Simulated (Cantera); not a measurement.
A closed system holds: 1 mol SiH4, 0.41 mol Cl2, 49 mol H2, equilibrated at 1300 K and 1 atm.

Cantera equilibrium calculation (NASA polynomials, part measured and part estimated; ideal gas, pure solids and liquids). Candidate condensed phases: Si; 19 gas species. The tables' values for SiCl3 are old estimates; treat these amounts as uncertain. Kinetics and transport are ignored.

Base state: H2 0.985, HCl 0.0136, SiCl2 0.000497, SiHCl3 0.000227, SiH2Cl2 0.000106, SiCl3 7.58e-5, SiCl4 6.86e-5, SiH3Cl 1.40e-5 (mole fractions); condensed: Si(s).

### Question
What changes in the equilibrium state with this change: SiH4 replaced by SiCl4?

### Answer
| species | before | after |
|---|---|---|
| H2 | 0.985 | 0.942 |
| HCl | 0.0136 | 0.0394 |
| SiHCl3 | 0.000227 | 0.00584 |
| SiCl4 | 6.86e-5 | 0.00536 |
| SiCl3 | 7.58e-5 | 0.00199 |
| SiCl2 | 0.000497 | 0.00440 |
| SiH2Cl2 | 0.000106 | 0.000898 |
| SiH3Cl | 1.40e-5 | 3.88e-5 |
| Si(s), mol | 0.949 | 0.0597 |
